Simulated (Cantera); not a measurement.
A closed system holds: 1 mol Cr, 0.83 mol H2O, 67 mol H2, at 1075 K and 0.0400 bar.

These are equilibrium values from Cantera (NASA tables, ideal gas, pure condensed phases), not measurements of a reactor. Candidate condensed phases: Cr, Cr2O3, H2O; 13 gas species. Mutual solubility and eutectic melting of coexisting phases are not modelled. Rates play no part.

Base state: H2 1.000, H2O 2.38e-5 (mole fractions); condensed: Cr(s) + Cr2O3(s).

Task: What changes in the equilibrium state with this change: temperature from 1075 K to 2823 K?

Result: 
```
species         before     after
-------------  -------  --------
H2               1.000     0.627
H              7.34e-8     0.351
Cr               <1e-9    0.0118
OH               <1e-9   0.00128
O                <1e-9  0.000451
Cr(s), mol       0.448         0
Cr2O3(s), mol    0.276         0
```
